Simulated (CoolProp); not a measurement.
Computed with CoolProp (reference Helmholtz-energy equation of state, Lemmon 2006). It is a short technical equation, of lower accuracy than the large ones.

### Question
For R141b, give the phase and the speed of sound (m/s), Joule-Thomson coefficient (K/MPa), fugacity coefficient at 285.9 K and 0.555 bar.

### Answer
- 285.9 K and 0.555 bar: liquid; speed of sound 866, Joule-Thomson coefficient -0.397, fugacity coefficient 0.858
